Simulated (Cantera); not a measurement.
An adiabatic, constant-pressure homogeneous reactor starts with 17.6 % CO, 1.14 % H2, 17.1 % O2, 64.2 % N2, equivalence ratio 0.55, at 1775 K and 240000 Pa.

Computed with Cantera and GRI-Mech 3.0 (53 species, 325 reactions). The hydrogen kinetics of GRI-Mech 3.0 are dated; newer H2 mechanisms differ, most at raised pressure.

x: mole fraction; the columns are a selection and need not sum to one.

```tsv
t (s)	T (K)	x CO	x H2	x O2	x CO2	x NO	x HO2
4.00e-6	1775	0.176	0.0113	0.170	7.63e-5	8.71e-11	[?]
1.72e-5	1891	0.136	0.000580	0.131	0.0415	6.20e-6	[?]
7.39e-5	2365	0.0759	0.000663	0.103	0.107	0.000266	[?]
0.000317	2718	0.0470	0.000392	0.0970	0.141	0.00348	4.72e-6
0.00136	2758	0.0408	0.000344	0.0902	0.148	0.0144	5.07e-6
0.00586	2751	0.0403	0.000343	0.0872	0.149	0.0205	4.90e-6
0.0252	2751	0.0403	0.000343	0.0871	0.149	0.0206	4.90e-6
0.108	2751	0.0403	0.000343	0.0871	0.149	0.0206	4.90e-6
0.465	2751	0.0403	0.000343	0.0871	0.149	0.0206	4.90e-6
2.00	2751	0.0403	0.000343	0.0871	0.149	0.0206	4.90e-6
```

Q: What belongs in the gaps?

A: 
- 4.00e-6, x HO2: 3.37e-6
- 1.72e-5, x HO2: 2.10e-5
- 7.39e-5, x HO2: 6.83e-6
